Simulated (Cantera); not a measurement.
Input: 1 mol Si2H6, 3.5 mol NO, 3.3 mol H2, at 1348.15 K and 0.400 bar.

These are equilibrium values from Cantera (NASA tables, ideal gas, pure condensed phases), not measurements of a reactor. Candidate condensed phases: H2O, Si, SiO2, Si2N2O, Si3N4; 35 gas species. The feed counts by its element totals alone. Mutual solubility and eutectic melting of coexisting phases are not modelled. The tables hold silica as quartz up to 1696 K and as liquid above; real silica turns to tridymite and cristobalite and melts near 1996 K. Kinetics and transport are ignored.

Base state: H2 0.799, N2 0.201, H2O 0.000185, NH3 1.32e-5 (mole fractions); condensed: SiO2(β-quartz) + Si2N2O(s).

Q: What changes in the equilibrium state with this change: temperature from 1348.15 K to 1750 K?

A: 
```csv
species,before,after
H2,0.799,0.794
N2,0.201,0.201
SiO,1.37e-7,0.00390
H,3.28e-6,0.000328
NH3,1.32e-5,4.12e-6
H2O,0.000185,0.000409
"SiO2(β-quartz), mol",1.67,0
"Si2N2O(s), mol",0.167,0.157
"SiO2(condensed), mol",0,1.65
```
